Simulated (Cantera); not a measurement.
Equilibrium for calcination and drying: Ca(OH)₂ + H₂O + Cl₂

A closed system holds: 1 mol Ca(OH)₂, 0.21 mol H₂O, 0.00023 mol Cl₂, equilibrated at 1 atm.

These are equilibrium values from Cantera (NASA tables, ideal gas, pure condensed phases), not measurements of a reactor. Candidate condensed phases: Ca, CaCl₂, CaO, Ca(OH)₂, H₂O; 21 gas species. Condensed phases not in the tables: oxide chlorides. Rates play no part.

At 552 °C the condensed part is CaCl₂(s) + CaO(s). From 702 °C to 1752 °C the condensed part is CaO(s).

```json
[
 {"T (°C)": "552", "x H₂O": "1.000", "x H₂": "1.62e-11", "x O₂": "9.50e-5", "x OH": "8.40e-10", "x HCl": "0.000139", "x H": "<1e-12", "x Ca(OH)₂": "<1e-12", "x O": "<1e-12", "n CaCl₂(s)": "0.000146", "n CaO(s)": "1.000"},
 {"T (°C)": "702", "x H₂O": "1.000", "x H₂": "4.15e-9", "x O₂": "9.50e-5", "x OH": "3.20e-8", "x HCl": "0.000380", "x H": "<1e-12", "x Ca(OH)₂": "5.99e-12", "x O": "<1e-12", "n CaCl₂(s)": "0", "n CaO(s)": "1.00"},
 {"T (°C)": "852", "x H₂O": "1.000", "x H₂": "2.46e-7", "x O₂": "9.50e-5", "x OH": "4.64e-7", "x HCl": "0.000380", "x H": "2.19e-11", "x Ca(OH)₂": "4.69e-10", "x O": "4.47e-11", "n CaCl₂(s)": "0", "n CaO(s)": "1.00"},
 {"T (°C)": "1002", "x H₂O": "1.000", "x H₂": "5.57e-6", "x O₂": "9.69e-5", "x OH": "3.61e-6", "x HCl": "0.000380", "x H": "1.73e-9", "x Ca(OH)₂": "1.31e-8", "x O": "1.09e-9", "n CaCl₂(s)": "0", "n CaO(s)": "1.00"},
 {"T (°C)": "1152", "x H₂O": "0.999", "x H₂": "5.97e-5", "x O₂": "0.000120", "x OH": "1.92e-5", "x HCl": "0.000380", "x H": "5.24e-8", "x Ca(OH)₂": "1.79e-7", "x O": "1.51e-8", "n CaCl₂(s)": "0", "n CaO(s)": "1.00"},
 {"T (°C)": "1302", "x H₂O": "0.999", "x H₂": "0.000319", "x O₂": "0.000234", "x OH": "8.38e-5", "x HCl": "0.000379", "x H": "7.38e-7", "x Ca(OH)₂": "1.48e-6", "x O": "1.63e-7", "n CaCl₂(s)": "0", "n CaO(s)": "1.000"},
 {"T (°C)": "1452", "x H₂O": "0.998", "x H₂": "0.00109", "x O₂": "0.000562", "x OH": "0.000308", "x HCl": "0.000378", "x H": "6.08e-6", "x Ca(OH)₂": "8.41e-6", "x O": "1.37e-6", "n CaCl₂(s)": "0", "n CaO(s)": "1.000"},
 {"T (°C)": "1602", "x H₂O": "0.994", "x H₂": "0.00288", "x O₂": "0.00130", "x OH": "0.000940", "x HCl": "0.000376", "x H": "3.50e-5", "x Ca(OH)₂": "3.59e-5", "x O": "8.63e-6", "n CaCl₂(s)": "0", "n CaO(s)": "1.000"},
 {"T (°C)": "1752", "x H₂O": "0.988", "x H₂": "0.00650", "x O₂": "0.00275", "x OH": "0.00245", "x HCl": "0.000372", "x H": "0.000154", "x Ca(OH)₂": "0.000122", "x O": "4.21e-5", "n CaCl₂(s)": "0", "n CaO(s)": "1.000"}
]
```
x: gas mole fraction; n: condensed amount in mol.
